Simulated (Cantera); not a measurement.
A freely propagating, adiabatic, planar premixed flame of H₂ : O₂ : N₂ = 1 : 0.357 : 1.07 (molar parts), equivalence ratio 1.4, unburnt at 700 K and 7.80 atm; mixture-averaged transport, grid criteria slope 0.08 and curve 0.16, no radiation.

Detailed kinetics in Cantera: the H2/O2 subset of GRI-Mech 3.0, which has no nitrogen chemistry. The hydrogen kinetics of GRI-Mech 3.0 are dated; newer H2 mechanisms differ, most at raised pressure. Burning velocities carry a grid error of a few per cent, more on coarse grids.

**Question.** How do the results move with these cheaper or finer settings: unity-Lewis-number transport; multicomponent transport; multicomponent+Soret transport; grid criteria slope 0.5, curve 1; grid criteria slope 0.25, curve 0.5; grid criteria slope 0.03, curve 0.06?

**Answer.** 
```csv
setting,laminar burning velocity,thermal thickness,peak x(OH),peak x(HO₂),grid points
as above,1410 cm/s,0.0326 mm,0.0186,0.00121,111
unity-Lewis-number transport,934 cm/s,0.0284 mm,0.0185,0.000923,108
multicomponent transport,1390 cm/s,0.0326 mm,0.0186,0.00120,111
multicomponent+Soret transport,1330 cm/s,0.0320 mm,0.0186,0.00122,111
"grid criteria slope 0.5, curve 1",1640 cm/s,0.0437 mm,0.0198,0.00115,36
"grid criteria slope 0.25, curve 0.5",1490 cm/s,0.0365 mm,0.0193,0.00117,49
"grid criteria slope 0.03, curve 0.06",1390 cm/s,0.0316 mm,0.0184,0.00122,262
```
Unity Lewis numbers drop preferential diffusion, which matters most where H2 and H carry the flame; Soret adds thermal diffusion.
